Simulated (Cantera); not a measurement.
An isothermal, constant-pressure homogeneous reactor starts with 31.0 % H₂, 39.7 % O₂, 29.4 % N₂, at 850 K and 0.790 atm.

Model: the H2/O2 subset of GRI-Mech 3.0, which has no nitrogen chemistry, integrated in Cantera. Below about 950 K walls govern HO2 and H2O2 in real vessels. The temperature is held fixed by assumption; the heat of reaction is taken as removed at once.

x: mole fraction; the columns are a selection and need not sum to one.

```
t (s)         x H₂   x O₂    x H₂O₂       x H     x HO₂
--------  --------  -----  --------  --------  --------
2.00e-6      0.310  0.397    <1e-12    <1e-12  1.43e-12
2.00e-5      0.310  0.397    <1e-12  2.47e-12  2.31e-11
0.000200     0.310  0.397    <1e-12  2.68e-12  2.78e-10
0.00200      0.310  0.397  6.39e-11  2.95e-12   2.86e-9
0.0200       0.310  0.397       [?]  6.13e-12   3.20e-8
0.200        0.310  0.397       [?]  1.41e-10   9.93e-7
2.00         0.306  0.395       [?]   1.54e-8   1.71e-5
20.0        0.0733  0.312       [?]   8.78e-9   2.26e-5
200       0.000133  0.286       [?]  1.16e-12   2.65e-7
```

**Question.** Fill in the missing entries.

**Answer.** 
- 0.0200, x H₂O₂: 6.86e-9
- 0.200, x H₂O₂: 1.77e-6
- 2.00, x H₂O₂: 0.000726
- 20.0, x H₂O₂: 0.00104
- 200, x H₂O₂: 1.40e-7
